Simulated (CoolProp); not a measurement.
Oxygen at 928.86 K and 4.79 MPa is throttled through a valve to 0.933 MPa with no heat exchange. Each further row changes one setting.

Computed with CoolProp (reference Helmholtz-energy equation of state, Schmidt 1985).

| case | temperature change (K) | final density (kg/m³) |
|---|---|---|
| as stated | ___ | 3.85 |
| outlet pressure 0.28 MPa | ___ | ___ |
| outlet pressure 1.21 MPa | ___ | ___ |

Task: Complete the blanks.

Result: 
- as stated, temperature change (K): +0.9
- outlet pressure 0.28 MPa, temperature change (K): +1.0
- outlet pressure 0.28 MPa, final density (kg/m³): 1.16
- outlet pressure 1.21 MPa, temperature change (K): +0.8
- outlet pressure 1.21 MPa, final density (kg/m³): 4.99

Above 300 K oxygen's equation is extrapolated.
